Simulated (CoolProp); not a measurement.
Nitrous oxide along the isotherm 80.65 °C: fugacity coefficient from the reference equation and from simpler models built on Tc = 36.4 °C, pc = 7.245 MPa, ω = 0.161; each cubic takes its own stable root.

Values from CoolProp's reference Helmholtz-energy equation of state, Lemmon 2006. It is a short technical equation, of lower accuracy than the large ones.

```json
[
 {"p (MPa)": "1.36", "phase": "gas", "reference": "0.9583"},
 {"p (MPa)": "2.72", "phase": "gas", "reference": "0.9176"},
 {"p (MPa)": "4.08", "phase": "gas", "reference": "0.8778"},
 {"p (MPa)": "5.43", "phase": "gas", "reference": "0.8391"},
 {"p (MPa)": "6.79", "phase": "gas", "reference": "0.8009"},
 {"p (MPa)": "8.15", "phase": "supercritical", "reference": "0.7634"},
 {"p (MPa)": "9.51", "phase": "supercritical", "reference": "0.7267"},
 {"p (MPa)": "10.9", "phase": "supercritical", "reference": "0.6902"}
]
```

### Question
How far does each simpler model (van der Waals, Redlich-Kwong, Soave-Redlich-Kwong, Peng-Robinson) lie from the reference over these 8 states: mean and median of the absolute difference, and the worst?

### Answer
- van der Waals: mean 0.4 %, median 0.3 %, worst -0.9 % at 80.65 °C and 10.9 MPa
- Redlich-Kwong: mean 0.6 %, median 0.5 %, worst -1.0 % at 80.65 °C and 10.9 MPa
- Soave-Redlich-Kwong: mean 0.7 %, median 0.6 %, worst +1.5 % at 80.65 °C and 10.9 MPa
- Peng-Robinson: mean 1.9 %, median 2.0 %, worst -2.8 % at 80.65 °C and 10.9 MPa
